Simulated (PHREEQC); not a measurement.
A column of 1 m (40 cells, dispersivity 0.05 m, 3600 s a shift, diffusion coefficient 3e-10 m²/s) holds 0.0051 eq of the database's cation exchanger X per kg of pore water, first in equilibrium with 0.00052 mol PbCl2 and 1e-05 mol HCl per kg of water. It is flushed with 1.1 mmol/kgw SrCl2 and 0.01 mmol/kgw HCl, at 40 °C. Values are for the last cell. The system is closed to CO2. No solid was allowed to form.

Computed with PHREEQC (ion-association model, phreeqc.dat).

| pore volumes | Sr in solution (mol/kgw) | Pb in solution (mol/kgw) | Cl in solution (mol/kgw) | SrX2 on the exchanger (mol/kgw) | PbX2 on the exchanger (mol/kgw) |
|---|---|---|---|---|---|
| 0 | 0 | 0.000520 | 0.00105 | 0 | 0.00255 |
| 0.4625 | 0 | 0.000525 | 0.00106 | 0 | 0.00255 |
| 0.9125 | 1.10e-8 | 0.000778 | 0.00157 | 3.12e-8 | 0.00255 |
| 1.137 | 6.79e-7 | 0.000934 | 0.00188 | 1.62e-6 | 0.00255 |
| 1.587 | 2.79e-5 | 0.00104 | 0.00215 | 5.87e-5 | 0.00249 |
| 2.038 | 0.000134 | 0.000962 | 0.00220 | 0.000279 | 0.00227 |
| 2.487 | 0.000304 | 0.000796 | 0.00221 | 0.000643 | 0.00191 |
| 2.938 | 0.000489 | 0.000611 | 0.00221 | 0.00106 | 0.00149 |
| 3.388 | 0.000655 | 0.000445 | 0.00221 | 0.00144 | 0.00111 |
| 3.612 | 0.000727 | 0.000373 | 0.00221 | 0.00161 | 0.000937 |
| 4.062 | 0.000844 | 0.000256 | 0.00221 | 0.00190 | 0.000652 |
| 4.513 | 0.000929 | 0.000171 | 0.00221 | 0.00211 | 0.000438 |
| 4.963 | 0.000989 | 0.000111 | 0.00221 | 0.00226 | 0.000287 |
| 5.412 | 0.00103 | 7.06e-5 | 0.00221 | 0.00237 | 0.000183 |
| 5.862 | 0.00106 | 4.41e-5 | 0.00221 | 0.00244 | 0.000115 |
| 6.088 | 0.00107 | 3.47e-5 | 0.00221 | 0.00246 | 9.05e-5 |
| 6.537 | 0.00108 | 2.13e-5 | 0.00221 | 0.00249 | 5.56e-5 |
| 6.987 | 0.00109 | 1.29e-5 | 0.00221 | 0.00252 | 3.37e-5 |

Complexes and solids missing from the database can't appear. Constants without temperature data keep their 25 °C values here.
